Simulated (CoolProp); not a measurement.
m-xylene along the isobar 8.38 bar: density (kg/m³) from the reference equation and from simpler models built on Tc = 343.7 °C, pc = 35.35 bar, ω = 0.326; each cubic takes its own stable root.

Values from CoolProp's reference Helmholtz-energy equation of state, Zhou 2012.

```csv
T (°C),phase,reference
11.15,liquid,872.3
34.15,liquid,852.6
57.05,liquid,832.7
79.95,liquid,812.2
102.95,liquid,791.2
125.85,liquid,769.4
148.75,liquid,746.8
171.75,liquid,722.8
194.65,liquid,697.3
217.55,liquid,669.6
```

Question: How far does each simpler model (van der Waals, Redlich-Kwong, Soave-Redlich-Kwong, Peng-Robinson) lie from the reference over these 10 states: mean and median of the absolute difference, and the worst?

Answer: 
- van der Waals: mean 53.9 %, median 43.3 %, worst -96.2 % at 217.55 °C and 8.38 bar
- Redlich-Kwong: mean 17.2 %, median 16.7 %, worst -19.9 % at 217.55 °C and 8.38 bar
- Soave-Redlich-Kwong: mean 13.6 %, median 13.4 %, worst -14.6 % at 217.55 °C and 8.38 bar
- Peng-Robinson: mean 2.5 %, median 2.3 %, worst -3.8 % at 11.15 °C and 8.38 bar

At some of these states van der Waals gives the other phase, because its saturation line lies elsewhere.
